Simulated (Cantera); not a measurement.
A closed system holds: 1 mol C₂H₂, 0.17 mol NH₃, 1.5 mol N₂, held at 1550 K and 1.40 mbar.

Equilibrium computed with Cantera from the NASA thermochemical tables; the gas is ideal and each condensed phase is pure. Candidate condensed phases: C, C₆H₆, C₇H₈, C₈H₁₈; 92 gas species. The numbers say what is thermodynamically allowed, not how fast it happens.

Base state: N₂ 0.558, H₂ 0.441, HCN 0.000737, H 0.000559, HNC 1.46e-5 (mole fractions); condensed: C(graphite).

Problem. What changes in the equilibrium state with this change: temperature from 1550 K to 1773 K?

Solution. 
| species | before | after |
|---|---|---|
| N₂ | 0.558 | 0.555 |
| H₂ | 0.441 | 0.437 |
| H | 0.000559 | 0.00503 |
| C₂H₂ (acetylene) | 7.08e-6 | 6.12e-5 |
| HNC | 1.46e-5 | 9.44e-5 |
| HCN | 0.000737 | 0.00265 |
| C(graphite), mol | 2.00 | 1.99 |
